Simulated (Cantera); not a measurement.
A closed system holds: 1 mol SiC, 0.36 mol CO2, 18 mol H2, held at 1898 K and 0.0660 bar.

Method: chemical equilibrium by Gibbs-energy minimisation in Cantera with the NASA 1993 tables (ideal gas, pure condensed phases). Gases not in the tables: Si2H6 and higher silanes. Equilibrium is a limit: real reactors are often held back by kinetics, nucleation or transport.

```csv
species,before,after
H2,0.959,0.990
CO,0.0288,0.00556
H,0.00298,0.00303
SiO,0.00957,0.00182
SiH2,1.38e-5,1.41e-5
SiH,1.02e-5,1.03e-5
Si,4.64e-5,4.61e-5
"SiC(s), mol",0.819,0.966
```
Gas species are given as mole fractions.

Task: What was changed between the two runs?
A. temperature from 1898 K to 1773 K
B. pressure from 0.0660 bar to 0.00133 bar
C. temperature from 1898 K to 1500 K
D. CO2 from 0.36 to 0.067 mol

Result: D, CO2 from 0.36 to 0.067 mol
